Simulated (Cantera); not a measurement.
**Adiabatic ignition**

An adiabatic, constant-pressure homogeneous reactor starts with CH4 : O2 : N2 = 1 : 5.13 : 19.3 (molar parts), equivalence ratio 0.39, at 1500 K and 8250 Torr.

Computed with Cantera and GRI-Mech 3.0 (53 species, 325 reactions).

```json
[
 {"t (s)": "2.00e-6", "T (K)": "1500", "x CH4": "0.0393", "x O2": "0.202", "x CH3": "1.19e-6", "x CO2": "5.99e-12", "x HCO": "<1e-12", "x H2O": "2.38e-7"},
 {"t (s)": "6.65e-6", "T (K)": "1500", "x CH4": "0.0393", "x O2": "0.202", "x CH3": "5.24e-6", "x CO2": "2.67e-10", "x HCO": "1.36e-11", "x H2O": "2.28e-6"},
 {"t (s)": "2.21e-5", "T (K)": "1500", "x CH4": "0.0393", "x O2": "0.202", "x CH3": "3.43e-5", "x CO2": "2.96e-8", "x HCO": "4.57e-10", "x H2O": "3.82e-5"},
 {"t (s)": "7.37e-5", "T (K)": "1507", "x CH4": "0.0378", "x O2": "0.201", "x CH3": "0.000165", "x CO2": "4.99e-6", "x HCO": "4.28e-8", "x H2O": "0.00116"},
 {"t (s)": "0.000245", "T (K)": "2309", "x CH4": "<1e-12", "x O2": "0.122", "x CH3": "<1e-12", "x CO2": "0.0389", "x HCO": "3.28e-11", "x H2O": "0.0768"},
 {"t (s)": "0.000816", "T (K)": "2309", "x CH4": "<1e-12", "x O2": "0.122", "x CH3": "<1e-12", "x CO2": "0.0389", "x HCO": "3.26e-11", "x H2O": "0.0768"},
 {"t (s)": "0.00271", "T (K)": "2307", "x CH4": "<1e-12", "x O2": "0.122", "x CH3": "<1e-12", "x CO2": "0.0389", "x HCO": "3.20e-11", "x H2O": "0.0768"},
 {"t (s)": "0.00903", "T (K)": "2302", "x CH4": "<1e-12", "x O2": "0.120", "x CH3": "<1e-12", "x CO2": "0.0389", "x HCO": "3.03e-11", "x H2O": "0.0768"},
 {"t (s)": "0.0301", "T (K)": "2292", "x CH4": "<1e-12", "x O2": "0.118", "x CH3": "<1e-12", "x CO2": "0.0389", "x HCO": "2.72e-11", "x H2O": "0.0769"},
 {"t (s)": "0.100", "T (K)": "2286", "x CH4": "<1e-12", "x O2": "0.117", "x CH3": "<1e-12", "x CO2": "0.0389", "x HCO": "2.53e-11", "x H2O": "0.0770"}
]
```
x: mole fraction; the columns are a selection and need not sum to one.

* **time of steepest temperature rise**: 0.128 ms
* **temperature at 0.100 s**: 2286 K
* **equilibrium temperature**: 2286 K
* **x(CH4) at 0.100 s**: <1e-12 (gas-phase equilibrium <1e-12)
* **x(O2) at 0.100 s**: 0.117 (gas-phase equilibrium 0.117)
* **x(CH3) at 0.100 s**: <1e-12 (gas-phase equilibrium <1e-12)
